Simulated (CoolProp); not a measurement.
Model: reference Helmholtz-energy equation of state, Lemmon 2006, in CoolProp. It is a short technical equation, of lower accuracy than the large ones.

Task: For C3F8 (R218), give the phase and the cv (kJ/(kg K)), Joule-Thomson coefficient (K/MPa) at 396 K and 12.5 kPa.

Result: 
- 396 K and 12.5 kPa: gas; cv 0.879, Joule-Thomson coefficient 5.26
